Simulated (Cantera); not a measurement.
A closed system holds: 1 mol B2O3, 0.4 mol H2O, at 0.000450 bar.

Cantera equilibrium calculation (NASA polynomials, part measured and part estimated; ideal gas, pure solids and liquids). Candidate condensed phases: B, B2O3, B3O3H3, H2O; 23 gas species. The numbers say what is thermodynamically allowed, not how fast it happens. All values below are at 2073 K.

Base state: B2O3 0.445, HBO2 0.400, BO2 0.0503, H2O 0.0420, H2 0.0183, H 0.0168, BO 0.0154, OH 0.00438 (mole fractions); condensed: gas only.

Q: What changes in the equilibrium state with this change: pressure from 0.000450 bar to 0.00230 bar?

A: 
```
species    before     after
-------  --------  --------
B2O3        0.445     0.465
HBO2        0.400     0.430
H2O        0.0420    0.0465
BO2        0.0503    0.0288
BO         0.0154   0.00549
H          0.0168   0.00616
H2         0.0183    0.0126
O         0.00288  0.000903
O2        0.00282   0.00142
OH        0.00438   0.00258
B2O2     0.000205  0.000133
HBO       0.00124  0.000829
```

Q: What changes in the equilibrium state with this change: 0.042 mol H2 added?

A: 
```
species    before     after
-------  --------  --------
B2O3        0.445     0.429
HBO2        0.400     0.407
H2O        0.0420    0.0450
H2         0.0183    0.0308
BO2        0.0503    0.0394
H          0.0168    0.0218
BO         0.0154    0.0189
O2        0.00282   0.00114
HBO       0.00124   0.00197
O         0.00288   0.00183
B2O2     0.000205  0.000310
```
